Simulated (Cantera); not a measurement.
A perfectly stirred reactor is fed with 10.9 % CH4, 2.51 % H2, 17.8 % O2, 66.8 % N2, 1.97 % H2O, equivalence ratio 1.3, at 18.0 bar; it is adiabatic with a 725 K inlet, and is followed from long to short residence time, starting on the burning branch (τ in s: 0.48, 0.14, 0.039, 0.011, 0.0031, 0.00087, 0.00025, 7e-05, 2e-05, 5.6e-06).

Detailed kinetics in Cantera: GRI-Mech 3.0 (53 species, 325 reactions). The pressure lies above the range GRI-Mech 3.0 was tuned for (to about 10 atm).

### Question
Predict: blow-out, bracketed by the residence times tried; x(CH4) at τ = 0.480 s; x(H2) at τ = 0.480 s; x(O2) at τ = 0.480 s; x(H2O) at τ = 0.480 s; x(HO2) at τ = 0.480 s; x(CH4) at τ = 0.870 ms; x(H2) at τ = 0.870 ms; x(O2) at τ = 0.870 ms; x(H2O) at τ = 0.870 ms; x(HO2) at τ = 0.870 ms.

### Answer
```
Item                                                                           Value
------------------------------------------------  ----------------------------------
blow-out, bracketed by the residence times tried  burning at 20.0 µs, out at 5.60 µs
x(CH4) at τ = 0.480 s                                                        1.56e-6
x(H2) at τ = 0.480 s                                                          0.0441
x(O2) at τ = 0.480 s                                                         1.18e-5
x(H2O) at τ = 0.480 s                                                          0.208
x(HO2) at τ = 0.480 s                                                        1.77e-8
x(CH4) at τ = 0.870 ms                                                      0.000354
x(H2) at τ = 0.870 ms                                                         0.0434
x(O2) at τ = 0.870 ms                                                       0.000512
x(H2O) at τ = 0.870 ms                                                         0.208
x(HO2) at τ = 0.870 ms                                                       3.61e-7
```
